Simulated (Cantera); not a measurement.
Input: 1 mol CuF2, 0.073 mol O2, 440 mol H2, at 4900 Pa.

Equilibrium computed with Cantera from the NASA thermochemical tables; the gas is ideal and each condensed phase is pure. Candidate condensed phases: Cu, CuF2, CuO, Cu(OH)2, Cu2O, H2O; 27 gas species. Rates play no part.

At 1500 K, list the 5 most abundant gas species with their mole fractions, and the condensed phases.

H2 0.995, HF 0.00453, H2O 0.000331, Cu 0.000168, H 7.93e-5. Condensed: Cu(l).
